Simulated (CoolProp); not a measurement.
Vapour-liquid equilibrium of R1234ze(E) (1) + n-pentane (2) at 260.2 K; x and y are mole fractions of (1).

The numbers come from the multi-fluid Helmholtz-energy mixture model, Thol 2016 and Thol 2019; pair parameters Bell 2016 in CoolProp.

| x | bubble pressure (MPa) | y at the bubble point | dew pressure at overall composition x (MPa) | liquid density (mol/L) |
|---|---|---|---|---|
| 0.05 | 0.03162 | 0.601 | 0.01377 | ? |
| 0.15 | 0.06085 | 0.808 | 0.01535 | 9.351 |
| 0.25 | 0.08093 | 0.866 | 0.01733 | 9.513 |
| 0.35 | 0.09398 | 0.892 | 0.01990 | 9.681 |
| 0.45 | 0.1023 | 0.906 | 0.02335 | 9.859 |
| 0.55 | 0.1078 | 0.916 | 0.02825 | 10.05 |
| 0.65 | 0.1121 | 0.924 | ? | 10.26 |
| 0.75 | 0.1164 | 0.935 | 0.04844 | 10.49 |
| 0.85 | 0.1214 | 0.950 | ? | 10.75 |
| 0.95 | 0.1274 | 0.978 | ? | 11.04 |

Q: Some entries are withheld; supply them.

A: 
- 0.05, liquid density (mol/L): 9.194
- 0.65, dew pressure at overall composition x (MPa): 0.03571
- 0.85, dew pressure at overall composition x (MPa): 0.07442
- 0.95, dew pressure at overall composition x (MPa): 0.1213

No azeotrope shows between x = 0.05 and 0.95.

The pair parameters rest on a limited set of measurements; away from them the model extrapolates. With so large a gap from Raoult's law the liquid may split in two, which this calculation doesn't test in full.
